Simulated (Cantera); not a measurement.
A closed system holds: 1 mol SiC, 0.18 mol CO2, 26 mol H2, at 925 K and 1 atm.

Method: chemical equilibrium by Gibbs-energy minimisation in Cantera with the NASA 1993 tables (ideal gas, pure condensed phases). Candidate condensed phases: C, C6H6, C7H8, C8H18, H2O, Si, SiC, SiO2; 123 gas species. The numbers say what is thermodynamically allowed, not how fast it happens.

Base state: H2 0.986, CH4 0.0140 (mole fractions); condensed: SiC(s) + SiO2(β-quartz).

Problem. What changes in the equilibrium state with this change: pressure from 1 atm to 0.420 Pa?

Solution. 
```
species              before    after
-------------------  ------  -------
H2                    0.986    0.998
CO                    <1e-9  0.00153
CH4                  0.0140  9.50e-7
SiC(s), mol           0.820    0.840
SiO2(β-quartz), mol   0.180    0.160
C(graphite), mol          0    0.300
```
